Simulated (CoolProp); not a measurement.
The fluid at 340.49 K and 1.11 MPa is throttled through a valve to 0.48 MPa with no heat exchange. The same conditions are run with several fluids, on thermodynamics alone (safety and materials aside).

Computed with CoolProp (reference Helmholtz-energy equation of state of each fluid (tetrahydrofuran: Fiedler 2023; R123: Younglove 1994; isohexane: Lemmon 2006; ethylbenzene: Zhou 2012; octamethyltrisiloxane (MDM): Thol 2017)).

| fluid | temperature change (K) | final density (kg/m³) |
|---|---|---|
| tetrahydrofuran | +0.2 | (withheld) |
| R123 | +0.1 | (withheld) |
| isohexane | +0.2 | (withheld) |
| ethylbenzene | (withheld) | (withheld) |
| octamethyltrisiloxane (MDM) | +0.2 | (withheld) |

Q: Fill in the missing entries.

A: 
- tetrahydrofuran, final density (kg/m³): 834
- R123, final density (kg/m³): 1350
- isohexane, final density (kg/m³): 608
- ethylbenzene, temperature change (K): +0.3
- ethylbenzene, final density (kg/m³): 825
- octamethyltrisiloxane (MDM), final density (kg/m³): 773
